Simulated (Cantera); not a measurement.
Input: 1 mol HgO, 3.2 mol H2, 9.3 mol N2, 0.11 mol O2, at 500 K and 50.3 Torr.

Cantera equilibrium calculation (NASA polynomials, part measured and part estimated; ideal gas, pure solids and liquids). Candidate condensed phases: H2O, Hg, HgO; 25 gas species. Kinetics and transport are ignored.

Base state: N2 0.689, H2 0.145, H2O 0.0905, Hg 0.0741, NH3 0.000978 (mole fractions); condensed: gas only.

**Question.** What changes in the equilibrium state with this change: O2 from 0.11 to 2.7 mol?

**Answer.** 
```tsv
species	before	after
N2	0.689	0.682
H2O	0.0905	0.235
O2	<1e-9	0.0814
H2	0.145	<1e-9
Hg	0.0741	0.00148
NH3	0.000978	<1e-9
HgO(s), mol	0	0.980
```
